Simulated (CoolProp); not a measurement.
Vapour-liquid equilibrium of p-xylene (1) + n-nonane (2) at 82.75 °C; x and y are mole fractions of (1).

Values from CoolProp's multi-fluid Helmholtz-energy mixture model, Zhou 2012 and Lemmon 2006; pair parameters Bell 2016.

```
x      bubble pressure (kPa)  y at the bubble point  dew pressure at overall composition x (kPa)  liquid density (mol/L)
-----  ---------------------  ---------------------  -------------------------------------------  ----------------------
0.05                   11.27                  0.083                                        11.10                   5.292
0.125                  11.84                  0.195                                        11.48                   5.426
0.2                    12.38                  0.293                                        11.87                   5.566
0.275                  12.90                  0.382                                        12.28                   5.713
0.35                   13.39                  0.463                                        12.71                   5.867
0.425                  13.87                  0.539                                        13.15                   6.028
0.5                    14.34                  0.610                                        13.62                   6.198
0.575                  14.80                  0.677                                        14.10                   6.377
0.65                   15.25                  0.741                                        14.61                   6.565
0.725                  15.70                  0.801                                        15.14                   6.763
0.8                    16.15                  0.859                                        15.69                   6.972
0.875                  16.60                  0.914                                        16.28                   7.192
0.95                   17.06                  0.967                                        16.91                   7.425
```

No azeotrope shows between x = 0.05 and 0.95.

The pair parameters rest on a limited set of measurements; away from them the model extrapolates.
